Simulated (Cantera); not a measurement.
## FeCl3 + N2 (halide evaporation, hydrolysis and transport)

Input: 1 mol FeCl3, 0.18 mol N2, equilibrated at 923 K and 0.0278 Torr.

These are equilibrium values from Cantera (NASA tables, ideal gas, pure condensed phases), not measurements of a reactor. Candidate condensed phases: Fe, FeCl2, FeCl3; 10 gas species. Kinetics and transport are ignored.

```yaml
x(FeCl3): 0.476
x(FeCl2): 0.259
x(N2): 0.132
x(Cl2): 0.126
x(Cl): 0.00653
x(Fe2Cl4): 0.000119
x(Fe2Cl6): 6.49e-5
gas_amount: 1.360 mol
log10 activity of FeCl2(s) (absent): -2.63
log10 activity of Fe(α) (absent): -10.10
```
